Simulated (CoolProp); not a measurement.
The fluid at 293.15 K and 0.0457 MPa (gas) is heated at constant pressure to 384.8 K. The same conditions are run with several fluids, on thermodynamics alone (safety and materials aside).

Computed with CoolProp (reference Helmholtz-energy equation of state of each fluid (R245ca: Zhou 2016; R152A: Outcalt 1996; oxygen: Schmidt 1985; R13: Platzer 1990; R21: Platzer 1990)). The equations of Platzer and Polt are older, rougher fits.

```
fluid   heat (kJ/kg)  final density (kg/m³)
------  ------------  ---------------------
R245ca          89.8                   1.93
R152A            [?]                    [?]
oxygen           [?]                    [?]
R13              [?]                   1.49
R21             58.4                   1.48
```

Complete the blanks.


- R152A, heat (kJ/kg): 103
- R152A, final density (kg/m³): 0.947
- oxygen, heat (kJ/kg): 84.9
- oxygen, final density (kg/m³): 0.457
- R13, heat (kJ/kg): 62.9

Above 300 K oxygen's equation is extrapolated.
